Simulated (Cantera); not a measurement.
Gas-phase reforming

An isothermal, constant-pressure homogeneous reactor starts with 30.3 % CH₄, 69.7 % H₂O, at 1200 K and 10.0 bar.

Cantera simulation using GRI-Mech 3.0 (53 species, 325 reactions); the numbers are that mechanism's predictions, not measurements.

```tsv
t (s)	x CH₄	x H₂O	x O	x C₂H₂	x CH₂O	x CH₂CO	x C₂H₆
0.000200	0.303	0.697	<1e-12	<1e-12	<1e-12	<1e-12	7.33e-10
0.000659	0.303	0.697	<1e-12	<1e-12	3.41e-12	<1e-12	2.25e-8
0.00217	0.303	0.697	<1e-12	<1e-12	4.99e-11	<1e-12	3.23e-7
0.00717	0.303	0.697	<1e-12	8.47e-12	2.72e-10	<1e-12	1.63e-6
0.0236	0.303	0.697	<1e-12	1.58e-10	1.22e-9	<1e-12	5.91e-6
0.0779	0.303	0.697	<1e-12	3.60e-9	6.33e-9	<1e-12	1.94e-5
0.257	0.303	0.697	<1e-12	1.09e-7	3.48e-8	8.33e-12	5.70e-5
0.847	0.303	0.697	<1e-12	3.63e-6	1.17e-7	7.68e-10	0.000123
2.79	0.301	0.696	<1e-12	7.83e-5	1.61e-7	3.30e-8	0.000148
9.20	0.297	0.695	<1e-12	0.000767	1.91e-7	4.62e-7	0.000146
30.3	0.284	0.690	<1e-12	0.00227	2.51e-7	1.46e-6	0.000228
100	0.258	0.679	<1e-12	0.00275	2.65e-7	2.01e-6	0.000949
```
x: mole fraction; the columns are a selection and need not sum to one.

Equilibrium at this temperature and pressure: CH₄ 0.00570, H₂O 0.215, O <1e-12, C₂H₂ 6.55e-10, CH₂O 4.26e-7, CH₂CO 1.32e-9, C₂H₆ 4.22e-8 (gas phase only).
